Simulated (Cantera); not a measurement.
Stirred combustor or abatement burner

A perfectly stirred reactor is fed with 25.8 % H2, 15.5 % O2, 58.6 % N2, equivalence ratio 0.83, at 83000 Pa; it is adiabatic with a 698 K inlet, and is followed from long to short residence time, starting on the burning branch (τ in s: 0.17, 0.072, 0.03, 0.013, 0.0054, 0.0023, 0.00096, 0.00041, 0.00017, 7.2e-05, 3e-05).

Cantera simulation using GRI-Mech 3.0 (53 species, 325 reactions); the numbers are that mechanism's predictions, not measurements.

```
τ (s)    T (K)     x H2    x O2    x OH    x N2O      x NO    x HO2
-------  -----  -------  ------  ------  -------  --------  -------
0.17      2439  0.00837  0.0274  0.0127  3.08e-7   0.00614  4.21e-6
0.072     2438  0.00854  0.0278  0.0129  2.99e-7   0.00539  4.26e-6
0.030     2434  0.00894  0.0285  0.0133  2.84e-7   0.00413  4.34e-6
0.013     2424  0.00982  0.0294  0.0140  2.62e-7   0.00267  4.43e-6
0.0054    2396   0.0118  0.0306  0.0152  2.26e-7   0.00141  4.58e-6
0.0023    2340   0.0155  0.0321  0.0171  1.77e-7  0.000657  5.05e-6
0.00096   2242   0.0212  0.0345  0.0189  1.31e-7  0.000260  6.56e-6
0.00041   2110   0.0273  0.0376  0.0197  1.03e-7  0.000111  9.62e-6
0.00017   1945   0.0332  0.0415  0.0187  8.61e-8   6.20e-5  1.46e-5
7.2e-5    1767   0.0384  0.0465  0.0161  7.31e-8   3.91e-5  2.14e-5
3.0e-5    1575   0.0470  0.0544  0.0123  5.83e-8   1.99e-5  3.18e-5
```
x: mole fraction; the columns are a selection and need not sum to one.
